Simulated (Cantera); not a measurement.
A perfectly stirred reactor is fed with 8.73 % CO, 0.864 % H2, 6.95 % O2, 83.5 % N2, equivalence ratio 0.69, at 100000 Pa; it is adiabatic with a 475 K inlet, and is followed from long to short residence time, starting on the burning branch (τ in s: 0.038, 0.016, 0.0064, 0.0026, 0.0011, 0.00044, 0.00018, 7.3e-05, 3e-05, 1.2e-05, 5e-06).

Model: GRI-Mech 3.0 (53 species, 325 reactions), integrated in Cantera.

Q: Predict: blow-out, bracketed by the residence times tried; x(CO) at τ = 38.0 ms; x(H2) at τ = 38.0 ms; x(O2) at τ = 38.0 ms; x(H2O2) at τ = 38.0 ms; x(NO) at τ = 38.0 ms; x(CO) at τ = 0.440 ms; x(H2) at τ = 0.440 ms; x(O2) at τ = 0.440 ms.

A: 
| Item | Result |
|---|---|
| blow-out, bracketed by the residence times tried | burning at 16.0 ms, out at 6.40 ms |
| x(CO) at τ = 38.0 ms | 0.00632 |
| x(H2) at τ = 38.0 ms | 0.000127 |
| x(O2) at τ = 38.0 ms | 0.0256 |
| x(H2O2) at τ = 38.0 ms | 2.71e-7 |
| x(NO) at τ = 38.0 ms | 2.37e-6 |
| x(CO) at τ = 0.440 ms | 0.0873 |
| x(H2) at τ = 0.440 ms | 0.00864 |
| x(O2) at τ = 0.440 ms | 0.0695 |
